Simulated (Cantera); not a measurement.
**Hydrocarbon pyrolysis for carbon deposition**

An isothermal, constant-pressure homogeneous reactor starts with 1.54 % C2H6, 98.5 % N2, at 1275 K and 0.0133 bar.

Cantera simulation using GRI-Mech 3.0 (53 species, 325 reactions); the numbers are that mechanism's predictions, not measurements. GRI-Mech 3.0 stops at C3 and has no aromatics, soot or wall deposition, so with more carbon than oxygen in the feed, carbon stays in small species such as C2H2 where larger ones or solid carbon would form. Radical loss at walls, strong at low pressure, is not modelled.

```tsv
t (s)	x C2H6	x CH3	x H2	x CH2	x C2H2	x CH4
0.000700	0.0154	1.66e-5	1.38e-7	9.16e-11	<1e-12	2.84e-7
0.00283	0.0153	6.31e-5	1.08e-5	4.67e-9	9.13e-10	4.46e-6
0.0114	0.0148	0.000214	0.000422	7.97e-8	1.26e-6	6.47e-5
0.0461	0.0107	0.000355	0.00388	1.83e-7	0.000134	0.000697
0.186	0.00178	0.000150	0.0129	9.61e-8	0.00243	0.00280
0.752	3.01e-5	1.97e-5	0.0190	3.48e-9	0.00727	0.00329
3.04	1.12e-6	4.24e-6	0.0216	1.66e-10	0.00983	0.00329
12.3	1.53e-7	1.59e-6	0.0233	2.33e-11	0.0116	0.00329
49.5	1.21e-7	1.51e-6	0.0248	2.07e-11	0.0131	0.00327
200	1.26e-7	1.55e-6	0.0251	2.22e-11	0.0133	0.00324
```
x: mole fraction; the columns are a selection and need not sum to one.

Equilibrium at this temperature and pressure: C2H6 1.45e-10, CH3 4.38e-8, H2 0.0298, CH2 <1e-12, C2H2 0.00355, CH4 6.02e-5 (gas phase only).
